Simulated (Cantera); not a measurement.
Input: 1 mol CH3SiCl3, 0.36 mol C2H2, 8.5 mol H2, equilibrated at 0.0120 bar.

Cantera equilibrium calculation (NASA polynomials, part measured and part estimated; ideal gas, pure solids and liquids). Candidate condensed phases: C, C6H6, C7H8, C8H18, Si, SiC; 109 gas species. The feed counts by its element totals alone. The tables' values for SiCl3, SiCl are old estimates; treat these amounts as uncertain. Kinetics and transport are ignored.

x: gas mole fraction; n: condensed amount in mol.

```json
[
 {"T (K)": "1048", "x H2": "0.790", "x HCl": "0.193", "x SiCl4": "0.0154", "x SiCl2": "5.12e-5", "x H": "[?]", "x Cl": "1.40e-8", "n C(graphite)": "0.905", "n SiC(s)": "0.810"},
 {"T (K)": "1123", "x H2": "0.766", "x HCl": "0.227", "x SiCl4": "0.00637", "x SiCl2": "0.000145", "x H": "[?]", "x Cl": "8.96e-8", "n C(graphite)": "0.802", "n SiC(s)": "0.916"},
 {"T (K)": "1198", "x H2": "0.754", "x HCl": "0.243", "x SiCl4": "0.00215", "x SiCl2": "0.000307", "x H": "[?]", "x Cl": "4.21e-7", "n C(graphite)": "0.753", "n SiC(s)": "0.966"},
 {"T (K)": "1273", "x H2": "0.750", "x HCl": "0.248", "x SiCl4": "0.000700", "x SiCl2": "0.000545", "x H": "[?]", "x Cl": "1.59e-6", "n C(graphite)": "0.738", "n SiC(s)": "0.981"},
 {"T (K)": "1348", "x H2": "0.749", "x HCl": "0.250", "x SiCl4": "0.000243", "x SiCl2": "0.000879", "x H": "[?]", "x Cl": "5.08e-6", "n C(graphite)": "0.736", "n SiC(s)": "0.984"},
 {"T (K)": "1423", "x H2": "0.749", "x HCl": "0.249", "x SiCl4": "9.25e-5", "x SiCl2": "0.00133", "x H": "[?]", "x Cl": "1.43e-5", "n C(graphite)": "0.739", "n SiC(s)": "0.981"},
 {"T (K)": "1498", "x H2": "0.749", "x HCl": "0.248", "x SiCl4": "3.84e-5", "x SiCl2": "0.00191", "x H": "[?]", "x Cl": "3.63e-5", "n C(graphite)": "0.745", "n SiC(s)": "0.975"},
 {"T (K)": "1573", "x H2": "0.750", "x HCl": "0.247", "x SiCl4": "1.72e-5", "x SiCl2": "0.00264", "x H": "[?]", "x Cl": "8.42e-5", "n C(graphite)": "0.753", "n SiC(s)": "0.967"},
 {"T (K)": "1648", "x H2": "0.750", "x HCl": "0.245", "x SiCl4": "8.22e-6", "x SiCl2": "0.00351", "x H": "[?]", "x Cl": "0.000181", "n C(graphite)": "0.762", "n SiC(s)": "0.957"},
 {"T (K)": "1723", "x H2": "0.750", "x HCl": "0.243", "x SiCl4": "4.16e-6", "x SiCl2": "0.00453", "x H": "[?]", "x Cl": "0.000362", "n C(graphite)": "0.773", "n SiC(s)": "0.945"},
 {"T (K)": "1798", "x H2": "0.750", "x HCl": "0.240", "x SiCl4": "2.20e-6", "x SiCl2": "0.00569", "x H": "[?]", "x Cl": "0.000682", "n C(graphite)": "0.786", "n SiC(s)": "0.931"}
]
```

### Question
Complete the blanks.

### Answer

- 1048, x H: 6.27e-8
- 1123, x H: 3.40e-7
- 1198, x H: 1.51e-6
- 1273, x H: 5.64e-6
- 1348, x H: 1.83e-5
- 1423, x H: 5.25e-5
- 1498, x H: 0.000136
- 1573, x H: 0.000321
- 1648, x H: 0.000704
- 1723, x H: 0.00144
- 1798, x H: 0.00278
